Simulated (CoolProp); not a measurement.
Vapour-liquid equilibrium of carbon dioxide (1) + n-butane (2) at -25.75 °C; x and y are mole fractions of (1).

Computed with CoolProp (multi-fluid Helmholtz-energy mixture model, Span 1996 and Bücker 2006; pair parameters Kunz 2012).

Problem. Give the bubble pressure and the first vapour's composition at x = 0.05, 0.55, 0.75. Is there an azeotrope?

Solution. x = 0.05: 0.2039 MPa, y = 0.829; x = 0.55: 1.180 MPa, y = 0.973; x = 0.75: 1.338 MPa, y = 0.980. No azeotrope shows between x = 0.05 and 0.95.

Pair parameters are fitted to limited data, so mixtures are less certain than the pure fluids. With so large a gap from Raoult's law the liquid may split in two, which this calculation doesn't test in full.
